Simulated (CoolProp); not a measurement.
The numbers come from the reference Helmholtz-energy equation of state, Lemmon 2006 in CoolProp. It is a short technical equation, of lower accuracy than the large ones.

**Question.** For isopentane, give the phase and the density (kg/m³), Joule-Thomson coefficient (K/MPa), isothermal compressibility (1/MPa), expansivity (1/kK) at 326.6 K and 196 bar.

**Answer.** 
- 326.6 K and 196 bar: liquid; density 614, Joule-Thomson coefficient -0.380, isothermal compressibility 0.00201, expansivity 1.39
